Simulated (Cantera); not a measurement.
Feed: 1 mol Al, 13 mol NH3, 4.2 mol N2, held at 96.0 mbar.

Method: chemical equilibrium by Gibbs-energy minimisation in Cantera with the NASA 1993 tables (ideal gas, pure condensed phases). Candidate condensed phases: Al, AlN; 13 gas species. Kinetics and transport are ignored.

### Question
At 2223 K, list the 5 most abundant gas species with their mole fractions, and the condensed phases.

### Answer
H2 0.612, N2 0.340, Al 0.0305, H 0.0162, AlH 0.00133. Condensed: gas only.
